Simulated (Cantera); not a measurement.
Pyrogenic steam for wet oxidation

A perfectly stirred reactor is fed with H2 : O2 : N2 = 0.65 : 1 : 0.98 (molar parts), equivalence ratio 0.33, at 13300 Pa; it is held at 1025 K, and followed from long to short residence time.

Detailed kinetics in Cantera: GRI-Mech 3.0 (53 species, 325 reactions). Radical loss at walls, strong at low pressure, is not modelled. The temperature is held fixed by assumption; the heat of reaction is taken as removed at once.

```json
[
 {"τ (s)": "12", "x H2": "0.000194", "x O2": "0.293", "x N2O": "1.24e-7", "x H2O": "0.282", "x NO": "1.66e-8", "x NO2": "1.49e-9", "x O": "1.03e-5"},
 {"τ (s)": "4.6", "x H2": "0.000374", "x O2": "0.293", "x N2O": "1.09e-7", "x H2O": "0.282", "x NO": "1.27e-8", "x NO2": "8.76e-10", "x O": "2.08e-5"},
 {"τ (s)": "1.8", "x H2": "0.000695", "x O2": "0.293", "x N2O": "9.30e-8", "x H2O": "0.281", "x NO": "1.07e-8", "x NO2": "5.17e-10", "x O": "4.10e-5"},
 {"τ (s)": "0.72", "x H2": "0.00124", "x O2": "0.293", "x N2O": "7.72e-8", "x H2O": "0.280", "x NO": "1.09e-8", "x NO2": "3.41e-10", "x O": "7.78e-5"},
 {"τ (s)": "0.29", "x H2": "0.00212", "x O2": "0.293", "x N2O": "6.20e-8", "x H2O": "0.279", "x NO": "1.41e-8", "x NO2": "2.65e-10", "x O": "0.000144"},
 {"τ (s)": "0.11", "x H2": "0.00367", "x O2": "0.294", "x N2O": "4.71e-8", "x H2O": "0.278", "x NO": "2.23e-8", "x NO2": "2.28e-10", "x O": "0.000269"},
 {"τ (s)": "0.045", "x H2": "0.00595", "x O2": "0.294", "x N2O": "3.52e-8", "x H2O": "0.275", "x NO": "3.66e-8", "x NO2": "2.01e-10", "x O": "0.000469"},
 {"τ (s)": "0.018", "x H2": "0.00961", "x O2": "0.295", "x N2O": "2.52e-8", "x H2O": "0.270", "x NO": "6.12e-8", "x NO2": "1.71e-10", "x O": "0.000810"},
 {"τ (s)": "0.0071", "x H2": "0.0155", "x O2": "0.297", "x N2O": "1.74e-8", "x H2O": "0.263", "x NO": "1.01e-7", "x NO2": "1.38e-10", "x O": "0.00138"},
 {"τ (s)": "0.0028", "x H2": "0.0247", "x O2": "0.300", "x N2O": "1.16e-8", "x H2O": "0.250", "x NO": "1.62e-7", "x NO2": "1.06e-10", "x O": "0.00232"},
 {"τ (s)": "0.0011", "x H2": "0.0391", "x O2": "0.304", "x N2O": "7.40e-9", "x H2O": "0.230", "x NO": "2.43e-7", "x NO2": "7.75e-11", "x O": "0.00381"}
]
```
x: mole fraction; the columns are a selection and need not sum to one.
